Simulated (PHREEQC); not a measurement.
Make-up at 25 °C: 1.2 mol/kgw K2CO3, 0.0087 mol/kgw K2SO4 and 2.4 mol/kgw KBr. Closed to the air; pH follows from the charge balance.

Computed with PHREEQC (Pitzer model, pitzer.dat).

Each row changes one thing in this solution. Precipitation was switched off in this run.

| case | pH | ionic strength (mol/kgw) |
|---|---|---|
| as made | 11.99 | 6.02 |
| KBr from 2.4 to 1.2 mol/kgw | 11.97 | 4.82 |
| diluted 2-fold with water | 11.70 | 3.01 |
| K2CO3 replaced by KOH at the same molality | 14.09 | 3.63 |
| KBr from 2.4 to 2.64 mol/kgw | 12.00 | 6.26 |
| K2CO3 from 1.2 to 2.4 mol/kgw | 12.45 | 9.62 |
| K2SO4 left out | 11.99 | 5.99 |

In brines, pH and single-ion activities rest on the MacInnes convention.
